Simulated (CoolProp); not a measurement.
Vapour-liquid equilibrium of CHF3 (R23) (1) + C2F6 (R116) (2) at 1.1 MPa; x and y are mole fractions of (1).

Values from CoolProp's multi-fluid Helmholtz-energy mixture model, Penoncello 2003 and Lemmon 2006; pair parameters Bell 2016.

| x | bubble temperature, mixture model (°C) | bubble temperature, Raoult's law (°C) | y, mixture model | y, Raoult's law |
|---|---|---|---|---|
| 0.05 | -21.8 | -18.9 | 0.116 | 0.066 |
| 0.125 | -25.5 | -19.7 | 0.247 | 0.160 |
| 0.2 | -28.1 | -20.5 | 0.341 | 0.250 |
| 0.275 | -29.9 | -21.2 | 0.411 | 0.336 |
| 0.35 | -31.1 | -22.0 | 0.466 | 0.417 |
| 0.425 | -31.8 | -22.7 | 0.513 | 0.496 |
| 0.5 | -32.3 | -23.3 | 0.556 | 0.571 |
| 0.575 | -32.6 | -24.0 | 0.596 | 0.642 |
| 0.65 | -32.6 | -24.6 | 0.638 | 0.711 |
| 0.725 | -32.4 | -25.3 | 0.684 | 0.778 |
| 0.8 | -31.9 | -25.9 | 0.740 | 0.841 |
| 0.875 | -30.8 | -26.4 | 0.812 | 0.903 |
| 0.95 | -29.1 | -27.0 | 0.911 | 0.962 |

The largest gap from Raoult's law is -9.1 K in bubble temperature, at x = 0.425. y crosses x between x = 0.575 and 0.65: the model has an azeotrope there.

The pair parameters rest on a limited set of measurements; away from them the model extrapolates.
